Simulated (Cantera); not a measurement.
Input (Python, Cantera):

```python
import numpy as np
import cantera as ct

gas = ct.Solution("gri30.yaml")


def delay(T, t_max=10):
    gas.TPX = T, 270000, {'CO': 1, 'H2': 0.074, 'CH4': 0.63, 'O2': 1.12, 'N2': 4.83, 'H2O': 0.2}
    reactor = ct.IdealGasReactor(gas, clone=False)
    net = ct.ReactorNet([reactor])
    net.rtol, net.atol = 1e-8, 1e-16
    while net.time < t_max:
        t_old, T_old = net.time, reactor.T
        net.step()
        if reactor.T > T + 400:  # ignition: a rise of 400 K
            return t_old + (T + 400 - T_old) / (reactor.T - T_old) * (net.time - t_old)
    return np.nan


taus = []
for T in [900, 950, 1000, 1050, 1100, 1150, 1200, 1250]:
    taus.append(delay(T))
    print(f"T0 = {T:6g} K   tau = {taus[-1]:.4e} s")
```

Result:

```
T0 =    900 K   tau = 4.2389e-01 s
T0 =    950 K   tau = 1.9150e-01 s
T0 =   1000 K   tau = 1.0675e-01 s
T0 =   1050 K   tau = 6.2086e-02 s
T0 =   1100 K   tau = 3.5763e-02 s
T0 =   1150 K   tau = 2.0344e-02 s
T0 =   1200 K   tau = 1.1503e-02 s
T0 =   1250 K   tau = 6.5099e-03 s
```

Detailed kinetics in Cantera: GRI-Mech 3.0 (53 species, 325 reactions). Below about 1000 K GRI-Mech 3.0 lacks low-temperature oxidation paths. Below about 950 K walls govern HO2 and H2O2 in real vessels.
